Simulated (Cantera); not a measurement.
Charge: 1 mol NF₃, 2.9 mol H₂, 1.3 mol H₂O, equilibrated at 10.0 mbar.

Method: chemical equilibrium by Gibbs-energy minimisation in Cantera with the NASA 1993 tables (ideal gas, pure condensed phases). Candidate condensed phases: H₂O; 40 gas species. Kinetics and transport are ignored.

x: gas mole fraction; nothing condenses.

| T (K) | x HF | x H₂ | x H₂O | x N₂ | x H | x OH |
|---|---|---|---|---|---|---|
| 798 | 0.484 | 0.226 | 0.210 | 0.0806 | 1.27e-11 | <1e-12 |
| 898 | 0.484 | 0.226 | 0.210 | 0.0806 | 5.20e-10 | <1e-12 |
| 998 | 0.484 | 0.226 | 0.210 | 0.0806 | 1.02e-8 | ? |
| 1098 | 0.484 | 0.226 | 0.210 | 0.0806 | 1.18e-7 | ? |
| 1198 | 0.484 | 0.226 | 0.210 | 0.0806 | 9.03e-7 | ? |
| 1298 | 0.484 | 0.226 | 0.210 | 0.0806 | 5.09e-6 | ? |
| 1398 | 0.484 | 0.226 | 0.210 | 0.0806 | 2.25e-5 | ? |
| 1498 | 0.484 | 0.226 | 0.210 | 0.0806 | 8.16e-5 | ? |
| 1598 | 0.484 | 0.226 | 0.210 | 0.0806 | 0.000253 | ? |
| 1698 | 0.484 | 0.225 | 0.210 | 0.0806 | 0.000687 | ? |
| 1798 | 0.483 | 0.225 | 0.209 | 0.0806 | 0.00167 | ? |
| 1898 | 0.483 | 0.224 | 0.209 | 0.0805 | 0.00370 | ? |
| 1998 | 0.482 | 0.221 | 0.208 | 0.0803 | 0.00755 | ? |
| 2098 | 0.480 | 0.218 | 0.206 | 0.0800 | 0.0144 | ? |

**Question.** Complete the blanks.

**Answer.** 
- 998, x OH: 2.07e-11
- 1098, x OH: 4.80e-10
- 1198, x OH: 6.63e-9
- 1298, x OH: 6.12e-8
- 1398, x OH: 4.12e-7
- 1498, x OH: 2.15e-6
- 1598, x OH: 9.14e-6
- 1698, x OH: 3.28e-5
- 1798, x OH: 0.000102
- 1898, x OH: 0.000283
- 1998, x OH: 0.000706
- 2098, x OH: 0.00161
